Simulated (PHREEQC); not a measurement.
A solution holds 0.016 mol/kgw TMAH, 0.00011 mol/kgw H4SiO4 and 0.019 mol/kgw K2CO3, at 34 °C. Closed to the air; pH follows from the charge balance.

Model: ion-association model, phreeqc.dat, run in PHREEQC.

```yaml
pH: 11.81
ionic_strength: 0.0727 mol/kgw
total_alkalinity: 54.0 meq/kg
```

| species | molality | activity | log γ |
|---|---|---|---|
| K+ | 0.0380 | 0.0298 | -0.105 |
| CO3-2 | 0.0187 | 0.00785 | -0.378 |
| OH- | 0.0162 | 0.0126 | -0.107 |
| (CH3)4N+ | 0.0160 | 0.0126 | -0.103 |
| HCO3- | 0.000273 | 0.000220 | -0.094 |
| H3SiO4- | 9.56e-5 | 7.54e-5 | -0.103 |
| H2SiO4-2 | 1.38e-5 | 5.80e-6 | -0.378 |
| H4SiO4 | 5.77e-7 | 5.87e-7 | 0.007 |

This is a speciation only: nothing precipitates in the calculation. (CH3)4N+ isn't in the database: it is added as a free cation with an ion size of 4 Å.
